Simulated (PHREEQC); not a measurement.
# Reverse-osmosis permeate: an equilibrium model

Model water analysis in mmol/kgw, 4.1 °C, pH 5.67, pe 8.1:

```csv
constituent,mmol/kgw
Na,0.117
K,0.016
Ca,0.128
Mg,0.0351
Cl,0.175
S(6),0.0508
Alkalinity (meq/kgw),0.173
Sr,5.07e-05
```

Valence states are taken as typed.

Model: ion-association model, phreeqc.dat, run in PHREEQC.

No solid was allowed to form.

**Question.** Estimate the charge-balance error.

**Answer.** charge-balance error 1.1 %.

**Question.** In which forms is S present?

**Answer.** SO4-2 98 %, CaSO4 1.5 % of the S.

Complexes and solids missing from the database can't appear. At this temperature some constants are extrapolated from 25 °C, and those without enthalpy data are left unchanged.
